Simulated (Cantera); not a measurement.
Feed: 1 mol K₂CO₃, 4 mol CO₂, 0.65 mol O₂, equilibrated at 26.0 Pa.

Equilibrium computed with Cantera from the NASA thermochemical tables; the gas is ideal and each condensed phase is pure. Candidate condensed phases: C, K, KO₂, K₂CO₃, K₂O, K₂O₂; 15 gas species. The numbers say what is thermodynamically allowed, not how fast it happens. All values below are at 1452 °C.

Base state: CO₂ 0.601, K 0.244, O₂ 0.144, CO 0.00899, O 0.00137, KO 0.000276 (mole fractions); condensed: gas only.

Q: What changes in the equilibrium state with this change: O₂ from 0.65 to 0.14 mol?

A: 
| species | before | after |
|---|---|---|
| CO₂ | 0.601 | 0.638 |
| K | 0.244 | 0.260 |
| O₂ | 0.144 | 0.0887 |
| CO | 0.00899 | 0.0122 |
| O | 0.00137 | 0.00107 |
| KO | 0.000276 | 0.000231 |
